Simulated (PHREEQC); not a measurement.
A solution holds 0.017 mol H2SO4 and 0.2 mol ZnSO4 per kg of water, at 25 °C. Closed to the air; pH follows from the charge balance.

Equilibrium calculation in PHREEQC: ion-association model, wateq4f.dat.

This is a speciation only: nothing precipitates in the calculation.

Task: Predict the pH, ionic strength.

Result: pH 1.98; ionic strength 0.389 mol/kgw.

Task: In which forms is S present?

Result: ZnSO4 34 %, Zn(SO4)2-2 29 %, SO4-2 28 %, HSO4- 9.4 % of the S.

Complexes and solids missing from the database can't appear.
